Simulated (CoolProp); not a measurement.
Aqueous calcium chloride as a coolant, at 39 °C, 1 atm.

The numbers come from the Melinder's fits for secondary coolants in CoolProp.

```
mass %  freezing point (°C)  density (kg/m³)  viscosity (mPa s)  Prandtl number  cp (kJ/(kg K))
------  -------------------  ---------------  -----------------  --------------  --------------
1.3                    -0.6                ?              0.696            4.55           4.107
3.6                    -1.7             1020              0.743            4.74           3.988
5.9                    -2.9             1041                  ?            4.89           3.867
8.3                    -4.5             1063              0.838            5.06           3.740
10.6                   -6.4             1085              0.894            5.25           3.616
12.9                   -8.6             1106              0.964            5.49           3.494
15.3                  -11.4             1128               1.06            5.83           3.370
17.6                  -14.5             1149                  ?            6.26           3.258
19.9                  -18.1             1170               1.30               ?           3.155
22.3                  -22.6             1192               1.48               ?           3.060
24.6                  -28.0             1214               1.69            8.45           2.980
```

Task: What belongs in the gaps?

Result: 
- 1.3, density (kg/m³): 1002
- 5.9, viscosity (mPa s): 0.788
- 17.6, viscosity (mPa s): 1.16
- 19.9, Prandtl number: 6.81
- 22.3, Prandtl number: 7.55
